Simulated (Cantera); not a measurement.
Transport properties of process gases

Gas mixture: CH₄ : H₂ : C₂H₄ = 0.37 : 0.38 : 0.47 (molar parts), at 5.18 Torr, frozen composition.

Cantera's kinetic-theory transport with the Lennard-Jones parameters of GRI-Mech 3.0, ideal gas; thermal conductivity in the multicomponent form. The composition is frozen, though it would react at the higher temperatures.

| T (K) | ρ (kg/m³) | cp (J/kg/K) | μ (µPa s) | λ (mW/m/K) | Pr | D (cm²/s) N₂ | D (cm²/s) CH₃ | D (cm²/s) C₂H₂ |
|---|---|---|---|---|---|---|---|---|
| 400 | 0.00338 | 2558 | 14.1 | 69.6 | 0.519 | 59.4 | 62.2 | 47.3 |
| 550 | 0.00246 | 3061 | 18.3 | 99.9 | 0.561 | 104 | 110 | 84.3 |
| 700 | 0.00193 | 3498 | 22.1 | 131 | 0.588 | 157 | 167 | 129 |
| 850 | 0.00159 | 3848 | 25.5 | 163 | 0.602 | 219 | 233 | 181 |
| 1000 | 0.00135 | 4170 | 28.6 | 195 | 0.613 | 287 | 306 | 239 |
| 1150 | 0.00118 | 4432 | 31.5 | 226 | 0.618 | 363 | 388 | 303 |
| 1300 | 0.00104 | 4655 | 34.3 | 257 | 0.622 | 446 | 477 | 373 |
| 1450 | 0.000933 | 4844 | 36.9 | 286 | 0.624 | 535 | 573 | 449 |
| 1600 | 0.000845 | 5004 | 39.4 | 316 | 0.625 | 631 | 675 | 529 |
D: mixture-averaged diffusion coefficient of that species in the mixture.
